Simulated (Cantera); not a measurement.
A closed system holds: 1 mol CO2, 0.43 mol H2O, 0.21 mol O2, equilibrated at 1475 K and 0.190 bar.

These are equilibrium values from Cantera (NASA tables, ideal gas, pure condensed phases), not measurements of a reactor. Candidate condensed phases: C, C6H6, C7H8, C8H18, H2O; 110 gas species. Kinetics and transport are ignored.

Base state: CO2 0.610, H2O 0.262, O2 0.128, OH 0.000136, CO 1.31e-5 (mole fractions); condensed: gas only.

### Question
What changes in the equilibrium state with this change: temperature from 1475 K to 3248 K?

### Answer
| species | before | after |
|---|---|---|
| CO | 1.31e-5 | 0.310 |
| O | 2.36e-6 | 0.218 |
| O2 | 0.128 | 0.146 |
| CO2 | 0.610 | 0.0676 |
| H2O | 0.262 | 0.0419 |
| H | 4.48e-8 | 0.114 |
| H2 | 2.26e-6 | 0.0243 |
| OH | 0.000136 | 0.0778 |
| HO2 | 1.20e-7 | 2.10e-5 |
